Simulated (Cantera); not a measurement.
Feed: 1 mol B2O3, 3.7 mol H2, 0.54 mol N2, equilibrated at 71.0 mbar.

These are equilibrium values from Cantera (NASA tables, ideal gas, pure condensed phases), not measurements of a reactor. Candidate condensed phases: B, BN, B2O3, B3O3H3, H2O; 39 gas species. N2 is the only nitrogen source here; it is nearly inert below about 1500 K, so the nitride shown seldom forms there in practice. Mutual solubility and eutectic melting of coexisting phases are not modelled. Gases not in the tables: H3BO3. Kinetics and transport are ignored.

x: gas mole fraction; n: condensed amount in mol.

```tsv
T (K)	x H2	x N2	x B2O3	x HBO2	x HBO	x B2O2	x BO	n BN(s)	n B2O3(l)
1350	0.871	0.127	9.90e-6	0.000799	8.94e-5	1.08e-7	2.83e-8	0.00526	0.995
1425	0.870	0.127	[?]	[?]	[?]	[?]	[?]	[?]	0.992
1500	0.867	0.126	0.000306	0.00341	0.00115	1.14e-5	2.13e-6	0.00713	0.985
1575	0.862	0.126	0.00131	0.00628	0.00341	8.30e-5	1.35e-5	0.00763	0.970
1650	0.848	0.125	0.00490	0.0108	0.00909	0.000503	7.16e-5	0.00459	0.931
1725	0.818	0.122	0.0162	0.0201	0.0191	0.00196	0.000286	0	0.833
1800	0.755	0.116	0.0483	0.0392	0.0324	0.00529	0.000893	0	0.581
1875	0.643	0.103	0.120	0.0671	0.0476	0.0117	0.00240	0	0
1950	0.637	0.103	0.116	0.0702	0.0507	0.0118	0.00416	0	0
2025	0.630	0.102	0.111	0.0732	0.0533	0.0118	[?]	0	0
2100	0.622	0.102	0.106	0.0760	0.0553	0.0116	0.0109	0	0
```

Problem. Fill in the missing entries.

Solution. 
- 1425, x B2O3: 6.05e-5
- 1425, x HBO2: 0.00172
- 1425, x HBO: 0.000344
- 1425, x B2O2: 1.26e-6
- 1425, x BO: 2.76e-7
- 1425, n BN(s): 0.00606
- 2025, x BO: 0.00687
